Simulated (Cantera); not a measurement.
A closed system holds: 1 mol Fe2O3, 0.16 mol Cl2, 0.18 mol N2, equilibrated at 1700 K and 0.100 bar.

Method: chemical equilibrium by Gibbs-energy minimisation in Cantera with the NASA 1993 tables (ideal gas, pure condensed phases). Candidate condensed phases: Fe, FeCl2, FeCl3, FeO, Fe2O3, Fe3O4; 19 gas species. Kinetics and transport are ignored.

Base state: O2 0.419, N2 0.293, FeCl2 0.215, Cl 0.0546, Cl2 0.00807, FeCl3 0.00729, NO 0.00250, ClO 0.000219 (mole fractions); condensed: Fe3O4(s).

**Question.** What changes in the equilibrium state with this change: temperature from 1700 K to 1473 K?

**Answer.** 
| species | before | after |
|---|---|---|
| N2 | 0.293 | 0.427 |
| FeCl2 | 0.215 | 0.212 |
| O2 | 0.419 | 0.206 |
| FeCl3 | 0.00729 | 0.0626 |
| Cl2 | 0.00807 | 0.0553 |
| Cl | 0.0546 | 0.0361 |
| O | 9.15e-5 | 4.00e-6 |
| Fe2Cl4 | 4.92e-5 | 0.000217 |
| Fe3O4(s), mol | 0.621 | 0 |
| Fe2O3(s), mol | 0 | 0.942 |

**Question.** What changes in the equilibrium state with this change: N2 from 0.18 to 2.4 mol?

**Answer.** 
```csv
species,before,after
N2,0.293,0.845
O2,0.419,0.0896
FeCl2,0.215,0.0474
Cl,0.0546,0.0153
Fe2Cl4,4.92e-5,2.39e-6
FeCl3,0.00729,0.000451
Cl2,0.00807,0.000635
ClO,0.000219,2.84e-5
"Fe3O4(s), mol",0.621,0.621
```
